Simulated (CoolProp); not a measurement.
The numbers come from the reference Helmholtz-energy equation of state, Lemmon 2006 in CoolProp. It is a short technical equation, of lower accuracy than the large ones.

Task: For isopentane, give the phase and the speed of sound (m/s) at 441.8 K and 141 kPa.

Result: 
- 441.8 K and 141 kPa: gas; speed of sound 228
